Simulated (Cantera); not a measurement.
A perfectly stirred reactor is fed with H₂ : O₂ : N₂ : NO : H₂O = 1 : 1.06 : 4 : 0.0061 : 0.073 (molar parts), at 1000000 Pa; it is adiabatic with a 575 K inlet, and is followed from long to short residence time, starting on the burning branch (τ in s: 0.037, 0.017, 0.008, 0.0037, 0.0017, 0.00082, 0.00038, 0.00018, 8.3e-05).

Detailed kinetics in Cantera: GRI-Mech 3.0 (53 species, 325 reactions). The hydrogen kinetics of GRI-Mech 3.0 are dated; newer H2 mechanisms differ, most at raised pressure.

Problem. Predict: blow-out, bracketed by the residence times tried; x(H₂) at τ = 37.0 ms; x(O₂) at τ = 37.0 ms; x(NO) at τ = 37.0 ms; x(O) at τ = 37.0 ms; x(OH) at τ = 37.0 ms; x(H₂) at τ = 1.70 ms; x(O₂) at τ = 1.70 ms; x(NO) at τ = 1.70 ms; x(O) at τ = 1.70 ms; x(OH) at τ = 1.70 ms.

Solution. 
| Property | Value |
|---|---|
| blow-out, bracketed by the residence times tried | burning at 83.0 µs, the shortest tried |
| x(H₂) at τ = 37.0 ms | 4.19e-5 |
| x(O₂) at τ = 37.0 ms | 0.0992 |
| x(NO) at τ = 37.0 ms | 0.00108 |
| x(O) at τ = 37.0 ms | 1.87e-5 |
| x(OH) at τ = 37.0 ms | 0.000538 |
| x(H₂) at τ = 1.70 ms | 0.000341 |
| x(O₂) at τ = 1.70 ms | 0.0991 |
| x(NO) at τ = 1.70 ms | 0.00107 |
| x(O) at τ = 1.70 ms | 8.93e-5 |
| x(OH) at τ = 1.70 ms | 0.00111 |
